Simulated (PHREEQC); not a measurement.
Make-up at 25 °C: 0.022 mol/kgw H2SO4, 0.065 mol/kgw ZnSO4 and 0.0032 mol/kgw MgSO4. It is in equilibrium with CO2 at log p = -2 (atm). Otherwise closed; pH follows from the charge balance.

The numbers come from PHREEQC with the ion-association model, phreeqc.dat.

```
quantity                   before     after
------------------------  -------  --------
pH                           1.75      2.53
ionic strength (mol/kgw)    0.170    0.0233
SO4-2 (mol/kgw)            0.0309   0.00576
HSO4- (mol/kgw)            0.0220   0.00107
Mg+2 (mol/kgw)            0.00181  0.000223
MgSO4 (mol/kgw)           0.00139   9.69e-5
```

Question: Which change was made?
A. 0.00071 mol/kgw KOH added
B. diluted 5-fold with water
C. ZnSO4 replaced by Li2SO4 at the same molality
D. H2SO4 left out
E. diluted 10-fold with water

Answer: E, diluted 10-fold with water

Precipitation was switched off in this run.
